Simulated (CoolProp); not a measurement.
Vapour-liquid equilibrium of m-xylene (1) + n-decane (2) at 0.000221 MPa; x and y are mole fractions of (1).

The numbers come from the multi-fluid Helmholtz-energy mixture model, Zhou 2012 and Lemmon 2006; pair parameters Bell 2016 in CoolProp.

```csv
x,"bubble temperature, mixture model (K)","bubble temperature, Raoult's law (K)","y, mixture model","y, Raoult's law"
0.05,296.9,297.6,(withheld),0.245
0.15,291.1,292.3,0.574,0.537
0.25,(withheld),288.3,0.719,0.697
0.35,284.1,285.0,0.804,0.795
0.45,281.7,282.4,0.860,0.860
0.55,279.6,280.1,0.901,0.904
0.65,277.9,278.2,0.932,0.936
0.75,276.3,276.5,0.956,0.961
0.85,274.9,274.9,(withheld),0.979
0.95,273.6,273.6,(withheld),0.994
```

### Question
What belongs in the gaps?

### Answer

- 0.05, y, mixture model: 0.283
- 0.25, bubble temperature, mixture model (K): 287.1
- 0.85, y, mixture model: 0.976
- 0.95, y, mixture model: 0.993

The largest gap from Raoult's law is -1.2 K in bubble temperature, at x = 0.15. No azeotrope shows between x = 0.05 and 0.95.

The pair parameters rest on a limited set of measurements; away from them the model extrapolates.
